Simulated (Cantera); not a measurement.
Feed: 1 mol Fe2O3, a varied amount of CH4, 0.15 mol N2, at 1273.15 K and 10.0 Torr.

Points: n(CH4) (mol) = 0.62, 0.91, 1.2, 1.5, 1.8, 2.1, 2.4, 2.7, 3, 3.3, 3.6, 3.9, 4.1.

Cantera's Mixture.equilibrate('TP', solver="vcs", rtol=1e-11, max_steps=5000) on the NASA tables stopped like this:

```
*******************************************************************************
CanteraError thrown by VCS_SOLVE::solve_tp_inner:
vcs_solve_TP: ERROR on step change wt[143:Fe2O3(s)]: -5.551115123125783e-17 < 0.0
*******************************************************************************
```

Task: What got this run through?

Result: Several could match; the one computed here: The failure is numerical, not chemical. The same input converged with solver="gibbs", rtol=1e-10, max_steps=50000, and the result passed a check of the equilibrium conditions:
```
log10 of partial pressures in bar; condensed amounts in mol
    n(CH4)        H2        CO       H2O        N2       CO2       CH4       HCN     C(gr)     Fe(c)    FeO(s)
      0.62    -2.204    -2.461    -2.706    -3.002    -3.183   -10.319   -10.283         0   0.01559     1.984
      0.91    -2.193    -2.451    -2.696    -3.158    -3.172   -10.288   -10.346         0    0.4906     1.509
       1.2    -2.188    -2.445    -2.690    -3.273    -3.167   -10.271   -10.395         0    0.9657     1.034
       1.5    -2.184    -2.442    -2.687    -3.366    -3.163   -10.261   -10.436         0     1.457    0.5429
       1.8    -2.182    -2.440    -2.684    -3.443    -3.161   -10.254   -10.471         0     1.948   0.05151
       2.1    -2.138    -2.410    -2.852    -3.509    -3.343    -9.926   -10.242         0         2         0
       2.4    -2.104    -2.388    -3.082    -3.565    -3.585    -9.570    -9.966         0         2         0
       2.7    -2.078    -2.372    -3.431    -3.615    -3.943    -9.128    -9.587         0         2         0
         3    -2.058    -2.359    -6.241    -3.661    -6.761    -6.246    -6.758         0         2         0
       3.3    -2.045    -2.387    -6.357    -3.688    -6.918    -6.117    -6.663    0.2997         2         0
       3.6    -2.033    -2.413    -6.371    -3.714    -6.970    -6.093    -6.670    0.5996         2         0
       3.9    -2.022    -2.437    -6.385    -3.739    -7.019    -6.073    -6.677    0.8995         2         0
       4.1    -2.016    -2.453    -6.395    -3.754    -7.050    -6.060    -6.681     1.099         2         0
```

The gas is ideal and each condensed phase is pure. Mutual solubility and eutectic melting of coexisting phases are not modelled. The tables' stoichiometric FeO is somewhat more stable than real wüstite, so its field is too wide. FeO: taken at fixed stoichiometry. Condensed phases not in the tables: cementite and carbon dissolved in iron.
